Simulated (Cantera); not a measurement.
What does this Cantera script print?

```python
import numpy as np
import cantera as ct

gas = ct.Solution("h2o2.yaml")
gas.TPX = 650, 270000, {'H2': 1, 'O2': 0.385, 'N2': 1.12, 'H2O': 0.011}
flame = ct.FreeFlame(gas, width=0.02)
flame.set_refine_criteria(ratio=3, slope=0.08, curve=0.16)
flame.transport_model = "mixture-averaged"
flame.solve(loglevel=0, auto=True)
z, T = flame.grid, flame.T
thick = (T[-1] - T[0]) / np.gradient(T, z).max()
show = ['H2', 'O2', 'O', 'H2O', 'HO2', 'H']
print(f"laminar burning velocity  {flame.velocity[0] * 100:.3f} cm/s")
print(f"burnt temperature         {T[-1]:.1f} K")
print(f"thermal thickness         {thick * 1e3:.4f} mm")
print(f"grid points               {len(z)}")
z0 = z[flame.heat_release_rate.argmax()]
print(f"{'z/mm':>9s}{'T/K':>9s}{'u/(m/s)':>9s}" + "".join(f"{s:>11s}" for s in show))
rows = []
for k in (-3, -2, -1.5, -1, -0.5, -0.25, 0, 0.25, 0.5, 1, 2, 4, 8):
    zz = z0 + k * thick
    rows.append([k * thick, np.interp(zz, z, T), np.interp(zz, z, flame.velocity),
                 *(np.interp(zz, z, flame.X[gas.species_index(s)]) for s in show)])
    print(f"{rows[-1][0] * 1e3:9.3f}{rows[-1][1]:9.1f}{rows[-1][2]:9.3f}" + "".join(f"{x:11.3e}" for x in rows[-1][3:]))
```

Result:

```
laminar burning velocity  1249.015 cm/s
burnt temperature         2728.0 K
thermal thickness         0.1240 mm
grid points               130
     z/mm      T/K  u/(m/s)         H2         O2          O        H2O        HO2          H
   -0.372    650.0   12.490  3.975e-01  1.530e-01  1.321e-15  4.372e-03  1.866e-12  5.222e-16
   -0.248    650.0   12.490  3.975e-01  1.530e-01  1.026e-12  4.372e-03  5.141e-10  1.371e-12
   -0.186    650.0   12.490  3.975e-01  1.530e-01  2.212e-11  4.372e-03  7.557e-09  6.632e-11
   -0.124    650.0   12.490  3.974e-01  1.530e-01  3.141e-09  4.373e-03  6.883e-07  3.503e-08
   -0.062    665.9   12.736  3.938e-01  1.533e-01  8.289e-06  4.941e-03  3.466e-04  1.568e-04
   -0.031    897.0   16.700  3.582e-01  1.482e-01  4.629e-04  2.484e-02  4.741e-04  7.176e-03
    0.000   1392.0   24.955  2.408e-01  1.034e-01  5.941e-03  1.230e-01  2.101e-04  4.618e-02
    0.031   1745.2   30.818  1.364e-01  3.931e-02  1.084e-02  2.385e-01  7.452e-05  7.794e-02
    0.062   1914.0   33.507  1.095e-01  1.837e-02  1.101e-02  2.761e-01  3.219e-05  7.849e-02
    0.124   2088.2   36.142  1.064e-01  1.146e-02  9.374e-03  2.921e-01  1.763e-05  6.554e-02
    0.248   2264.4   38.684  1.081e-01  8.359e-03  6.875e-03  3.047e-01  1.107e-05  4.989e-02
    0.496   2430.6   40.987  1.083e-01  5.580e-03  4.439e-03  3.186e-01  6.589e-06  3.582e-02
    0.992   2569.5   42.844  1.075e-01  3.338e-03  2.553e-03  3.320e-01  3.725e-06  2.469e-02
```

Model: the H2/O2 subset of GRI-Mech 3.0, which has no nitrogen chemistry, integrated in Cantera. The hydrogen kinetics of GRI-Mech 3.0 are dated; newer H2 mechanisms differ, most at raised pressure. Burning velocities carry a grid error of a few per cent, more on coarse grids.
